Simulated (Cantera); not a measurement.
Charge: 1 mol B2O3, 4 mol H2O, 4.8 mol H2, held at 165 Torr.

These are equilibrium values from Cantera (NASA tables, ideal gas, pure condensed phases), not measurements of a reactor. Candidate condensed phases: B, B2O3, B3O3H3, H2O; 23 gas species. Kinetics and transport are ignored.

log p: log10 of the partial pressure in bar; nothing condenses.

```
T (K)  log p H2  log p H2O  log p HBO2  log p H  log p B2O3  log p HBO
-----  --------  ---------  ----------  -------  ----------  ---------
1775      -0.97      -1.16       -1.38    -4.02       -2.76      -3.83
1875      -0.97      -1.16       -1.39        ?           ?          ?
1975      -0.97      -1.16       -1.40    -3.35       -2.64      -3.51
2075      -0.97      -1.15       -1.41    -3.06       -2.59      -3.37
2175      -0.97      -1.15       -1.42    -2.80       -2.55      -3.25
2275      -0.98      -1.15       -1.43        ?       -2.52          ?
2375      -0.99      -1.15       -1.44    -2.34       -2.49      -3.05
```

Q: Some entries are withheld; supply them.

A: 
- 2275, log p H: -2.56
- 2275, log p HBO: -3.15
- 1875, log p H: -3.67
- 1875, log p B2O3: -2.70
- 1875, log p HBO: -3.66
